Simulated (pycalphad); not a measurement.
Effect of Si content in Mg-Si-Al

All values are pycalphad results on the COST 507 light-alloy database (1999) (1 atm), not direct measurements. The database dates from 1999; later assessments differ in places, in temperatures and in the compounds included. Amounts are mole fractions of atoms.

```json
[
 {"alloy": "Mg-1.614Si-0.3765Al (wt.%)", "liquidus (°C)": "645", "first solid": "MG2SI", "solidus (°C)": "632", "phases at 427 °C": "hcp 0.96, MG2SI 0.04"},
 {"alloy": "Mg-2.154Si-0.3762Al (wt.%)", "liquidus (°C)": "___", "first solid": "MG2SI", "solidus (°C)": "632", "phases at 427 °C": "___"},
 {"alloy": "Mg-3.232Si-0.3757Al (wt.%)", "liquidus (°C)": "716", "first solid": "MG2SI", "solidus (°C)": "632", "phases at 427 °C": "hcp 0.92, MG2SI 0.08"},
 {"alloy": "Mg-8.541Si-0.373Al (wt.%)", "liquidus (°C)": "843", "first solid": "MG2SI", "solidus (°C)": "631", "phases at 427 °C": "hcp 0.78, MG2SI 0.22"}
]
```

Problem. Fill in the missing entries.

Solution. 
- Mg-2.154Si-0.3762Al (wt.%), liquidus (°C): 673
- Mg-2.154Si-0.3762Al (wt.%), phases at 427 °C: hcp 0.94, MG2SI 0.06

Database names, with the compositions (at.%) that they take in these runs: MG2SI: Mg 67 Si 33.
